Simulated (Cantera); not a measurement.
What does this Cantera script print?

```python
import numpy as np
import cantera as ct

gas_names = """
    C CH CH2 CH3 CH2OH CH3O CH4 CH3OH CO CO2 COOH C2 C2H CHCO,ketyl C2H2,acetylene C2H2,vinylidene
    CH2CO,ketene C2H3,vinyl CH3CO,acetyl C2H4 C2H4O,ethylen CH3CHO,ethanal CH3COOH (HCOOH)2 C2H5 C2H6
    CH3OCH3 C2H5OH C2O C3 C3H3,propargyl C3H4,allene C3H4,propyne C3H4,cyclo- C3H5,allyl C3H6,propylene
    C3H6,cyclo- C3H6O C3H7,n-propyl C3H7,i-propyl C3H8 C3H8O,1propanol C3H8O,2propanol C3O2 C4 C4H2
    C4H4,1,3-cyclo- C4H6,butadiene C4H6,2-butyne C4H6,cyclo- C4H8,1-butene C4H8,cis2-buten
    C4H8,tr2-butene C4H8,isobutene C4H8,cyclo- (CH3COOH)2 C4H9,n-butyl C4H9,i-butyl C4H9,s-butyl
    C4H9,t-butyl C4H10,isobutane C4H10,n-butane C5 C5H6,1,3cyclo- C5H8,cyclo- C5H10,1-pentene
    C5H10,cyclo- C5H11,pentyl C5H11,t-pentyl C5H12,n-pentane C5H12,i-pentane CH3C(CH3)2CH3 C6H2
    C6H5,phenyl C6H5O,phenoxy C6H6 C6H5OH,phenol C6H10,cyclo- C6H12,1-hexene C6H12,cyclo- C6H13,n-hexyl
    C7H7,benzyl C7H8 C7H8O,cresol C7H14,1-heptene C7H15,n-heptyl C7H16,n-heptane C8H8,styrene
    C8H10,ethylbenz C8H16,1-octene C8H17,n-octyl C8H18,isooctane C8H18,n-octane C9H19,n-nonyl
    C10H8,naphthale C10H21,n-decyl C12H9,o-bipheny C12H10,bipheny H HCO HO2 H2 HCHO,formaldehy HCOOH H2O
    H2O2 O OH O2 O3
""".split()
cond_names = """
    C(gr) C6H6(L) C7H8(L) C8H18(L),n-octa H2O(s) H2O(L)
""".split()


def load(file, names, dense=False):
    # The tables refer to 1 bar. Condensed volumes are neglected.
    table = {s.name: s for s in ct.Species.list_from_file(file)}
    out = []
    for n in names:
        d = dict(table[n].input_data)
        d["thermo"] = dict(d["thermo"], **{"reference-pressure": 1e5})
        if dense:
            d["equation-of-state"] = {"model": "constant-volume", "density": "1e6 g/cm^3"}
        out.append(ct.Species.from_dict(d))
    return out


gas = ct.Solution(thermo="ideal-gas", species=load("nasa_gas.yaml", gas_names))
cond = {s.name: ct.Solution(thermo="fixed-stoichiometry", species=[s], name=s.name)
        for s in load("nasa_condensed.yaml", cond_names, dense=True)}
atoms = {
    'CH3OH': {'C': 1, 'H': 4, 'O': 1},
    'CO2': {'C': 1, 'O': 2},
    'H2': {'H': 2},
}
top_T = {'C(gr)': 4500}  # K; cautious upper limits of use, not melting points


def equilibrate(T, P, feed):
    n = {}
    for name, mol in feed.items():
        for a, k in atoms[name].items():
            n[a] = n.get(a, 0.0) + k * mol
    gas.TPX = T, P, n
    mass = sum(n.values()) * gas.mean_molecular_weight
    gas.equilibrate("TP")
    valid = [c for c in cond.values() if c.min_temp <= T <= top_T.get(c.name, c.max_temp)]
    mix = ct.Mixture([(gas, mass / gas.mean_molecular_weight)] + [(c, 0.0) for c in valid])
    mix.T, mix.P = T, P
    mix.equilibrate("TP", solver="vcs", rtol=1e-11, max_steps=5000)
    return mix


results = []
feed = {'CH3OH': 1, 'CO2': 0.25, 'H2': 35}  # mol
T = 2648  # K
P = 25  # Pa
mix = equilibrate(T, P, feed)
results.append((T, P, feed, dict(zip(mix.species_names, mix.species_moles))))
x = sorted(zip(gas.X, gas.species_names), reverse=True)
print(f"T = {T:g} K  P = {P:g} Pa  gas = {mix.phase_moles(0):.4g} mol")
print("   x: " + "  ".join(f"{s} {v:.3e}" for v, s in x if v > 1e-06))
print("   condensed (mol): " + ("  ".join(f"{mix.phase(i).name} {mix.phase_moles(i):.4g}"
      for i in range(1, mix.n_phases) if mix.phase_moles(i) > 1e-12) or "none"))
```

Output:

```
T = 2648 K  P = 25 Pa  gas = 69.15 mol
   x: H 8.873e-01  H2 9.101e-02  CO 1.807e-02  O 2.938e-03  OH 4.690e-04  H2O 1.978e-04  CO2 5.957e-06  O2 2.590e-06
   condensed (mol): none
```

Cantera equilibrium calculation (NASA polynomials, part measured and part estimated; ideal gas, pure solids and liquids).
